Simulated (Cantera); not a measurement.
Feed: 1 mol PbO, 410 mol H2, equilibrated at 802 °C and 13300 Pa.

Equilibrium computed with Cantera from the NASA thermochemical tables; the gas is ideal and each condensed phase is pure. Candidate condensed phases: H2O, Pb, PbO, PbO2, Pb3O4; 12 gas species. The numbers say what is thermodynamically allowed, not how fast it happens.

### Question
What is the equilibrium state?

### Answer
x(H2): 0.997
x(H2O): 0.00244
x(Pb): 0.000570
n(Pb(l)): 0.766 mol
gas amount: 410.2 mol
log10 activity of PbO2(s) (absent): -20.42
